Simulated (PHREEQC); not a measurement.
Consider water at 9.3 °C with 0.058 mol KOH and 0.0058 mol BaCl2 per kg of water. Closed to the air; pH follows from the charge balance.

Model: Pitzer model, pitzer.dat, run in PHREEQC.

**Question.** The ionic strength comes out as 0.0754 mol/kgw. What activity coefficients do OH-, K+, Ba+2, Cl- get?

**Answer.** OH- 0.81, K+ 0.80, Ba+2 0.38, Cl- 0.79. Single-ion values are on the MacInnes scale.

No solid was allowed to form. Complexes and solids missing from the database can't appear. At this temperature some constants are extrapolated from 25 °C, and those without enthalpy data are left unchanged.
